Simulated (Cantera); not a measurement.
Charge: 1 mol HgO, 0.073 mol H₂, 45 mol N₂, held at 925 °C and 750 Torr.

Equilibrium computed with Cantera from the NASA thermochemical tables; the gas is ideal and each condensed phase is pure. Candidate condensed phases: H₂O, Hg, HgO; 25 gas species. Equilibrium is a limit: real reactors are often held back by kinetics, nucleation or transport.

Base state: N₂ 0.967, Hg 0.0215, O₂ 0.00994, H₂O 0.00157, NO 4.65e-5 (mole fractions); condensed: gas only.

**Question.** What changes in the equilibrium state with this change: 0.99 mol NH₃ added?

**Answer.** 
| species | before | after |
|---|---|---|
| N₂ | 0.967 | 0.947 |
| H₂O | 0.00157 | 0.0208 |
| Hg | 0.0215 | 0.0208 |
| H₂ | <1e-9 | 0.0116 |
| O₂ | 0.00994 | <1e-9 |
| NO | 4.65e-5 | <1e-9 |
